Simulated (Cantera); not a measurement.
**Si3N4 + C + H2 (sublimation and decomposition of ceramics)**

Charge: 1 mol Si3N4, 0.65 mol C, 0.21 mol H2, held at 11.3 Torr.

Cantera equilibrium calculation (NASA polynomials, part measured and part estimated; ideal gas, pure solids and liquids). Candidate condensed phases: C, C6H6, C7H8, C8H18, Si, SiC, Si3N4; 105 gas species. The tables' values for SiN are old estimates; treat these amounts as uncertain. Gases not in the tables: Si2H6 and higher silanes. Rates play no part.

From 2623 K to 3073 K nothing is condensed. The main Si-bearing gas is Si throughout.

| T (K) | log p Si | log p N2 | log p H | log p Si2C | log p SiC2 | log p H2 |
|---|---|---|---|---|---|---|
| 2623 | -2.20 | -2.22 | -3.17 | -3.01 | -3.33 | -3.59 |
| 2698 | -2.17 | -2.23 | -3.11 | -3.18 | -3.23 | -3.72 |
| 2773 | -2.16 | -2.24 | -3.06 | -3.36 | -3.17 | -3.86 |
| 2848 | -2.15 | -2.25 | -3.03 | -3.55 | -3.14 | -4.02 |
| 2923 | -2.14 | -2.25 | -3.00 | -3.75 | -3.12 | -4.19 |
| 2998 | -2.14 | -2.26 | -2.98 | -3.94 | -3.12 | -4.36 |
| 3073 | -2.13 | -2.26 | -2.97 | -4.14 | -3.14 | -4.53 |
log p: log10 of the partial pressure in bar; nothing condenses.
